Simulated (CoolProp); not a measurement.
Vapour-liquid equilibrium of R114 (1) + n-heptane (2) at 0.312 MPa; x and y are mole fractions of (1).

Values from CoolProp's multi-fluid Helmholtz-energy mixture model, Platzer 1990 and Span 2003; pair parameters Bell 2016. This equation is an older, rougher fit; its heat capacities, sound speeds and derivatives of the liquid may be far off and weren't checked against measurements.

Give the bubble temperature and the first vapour's composition at x = 0.125, 0.275, 0.35. Is there an azeotrope?

x = 0.125: 374.2 K, y = 0.665; x = 0.275: 347.3 K, y = 0.873; x = 0.35: 339.4 K, y = 0.910. No azeotrope shows between x = 0.05 and 0.95.

Pair parameters are fitted to limited data, so mixtures are less certain than the pure fluids.
